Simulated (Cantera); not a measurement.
## Premixed flame

A freely propagating, adiabatic, planar premixed flame of 45.5 % H2, 15.1 % O2, 39.4 % N2, equivalence ratio 1.5, unburnt at 650 K and 2.90 bar; multicomponent transport, grid criteria slope 0.08 and curve 0.16, no radiation.

Detailed kinetics in Cantera: the H2/O2 subset of GRI-Mech 3.0, which has no nitrogen chemistry. The hydrogen kinetics of GRI-Mech 3.0 are dated; newer H2 mechanisms differ, most at raised pressure. Burning velocities carry a grid error of a few per cent, more on coarse grids.

```csv
z (mm),T (K),u (m/s),x H2,x O2,x H2O,x O,x OH,x H2O2
-0.333,650,13.7,0.455,0.151,<1e-8,<1e-8,<1e-8,<1e-8
-0.222,650,13.7,0.455,0.151,<1e-8,<1e-8,<1e-8,<1e-8
-0.166,650,13.7,0.455,0.151,<1e-8,<1e-8,<1e-8,<1e-8
-0.111,650,13.7,0.455,0.151,1.95e-7,<1e-8,<1e-8,<1e-8
-0.0555,670,14.1,0.452,0.151,0.000684,1.06e-5,6.17e-5,3.60e-6
-0.0277,915,18.8,0.419,0.144,0.0216,0.000496,0.00120,2.56e-5
0,1410,27.9,0.297,0.0984,0.122,0.00555,0.00518,8.55e-6
0.0277,1765,34.2,0.183,0.0335,0.244,0.00905,0.0126,2.97e-6
0.0555,1931,37.1,0.154,0.0126,0.283,0.00852,0.0164,1.79e-6
0.111,2099,39.9,0.153,0.00625,0.298,0.00706,0.0186,1.03e-6
0.222,2270,42.6,0.159,0.00425,0.308,0.00508,0.0187,6.22e-7
0.444,2431,45.1,0.164,0.00265,0.319,0.00319,0.0170,4.15e-7
0.888,2567,47.1,0.168,0.00147,0.330,0.00176,0.0141,2.91e-7
```
x: mole fraction of selected species; z is measured from the peak of heat release.

- laminar burning velocity = 1370 cm/s
- thermal thickness = 0.111 mm
- peak x(O) = 0.00905
- peak x(OH) = 0.0189
- peak x(H2O2) = 2.56e-5
- grid points = 130
